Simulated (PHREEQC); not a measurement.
Consider water at 20 °C with 8.9e-05 mol/kgw CaSO4, 0.0086 mol/kgw CO2 and 0.0001 mol/kgw H4SiO4. Closed to the air; pH follows from the charge balance.

Equilibrium calculation in PHREEQC: ion-association model, phreeqc.dat.

Precipitation was switched off in this run.

### Question
Estimate the pH, ionic strength.

### Answer
pH 4.23; ionic strength 0.000412 mol/kgw.

### Question
In which forms is Ca present?

### Answer
Ca+2 99 %, CaSO4 1.2 % of the Ca.

Examples of supersaturated solids here: Quartz (slow to form). Others may be too.
